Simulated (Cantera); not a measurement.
A freely propagating, adiabatic, planar premixed flame of C3H8 : O2 : N2 = 1 : 4.17 : 15.7 (molar parts), unburnt at 498 K and 0.132 atm; mixture-averaged transport, grid criteria slope 0.08 and curve 0.16, no radiation.

Model: GRI-Mech 3.0 (53 species, 325 reactions), integrated in Cantera. GRI-Mech 3.0 was tuned for natural gas; its chemistry of propane as a main component is partial and can be far from experiment. Burning velocities carry a grid error of a few per cent, more on coarse grids.

Problem. What does this change do: inlet temperature 498 to 550 K?

Solution. 
| quantity | before | after |
|---|---|---|
| laminar burning velocity | 142 cm/s | 167 cm/s |
| thermal thickness | 1.75 mm | 1.70 mm |
| peak x(H) | 0.0201 | 0.0206 |
| peak x(HCO) | 0.000148 | 0.000157 |
| peak x(CH2O) | 0.00167 | 0.00173 |
| peak x(OH) | 0.00902 | 0.00953 |
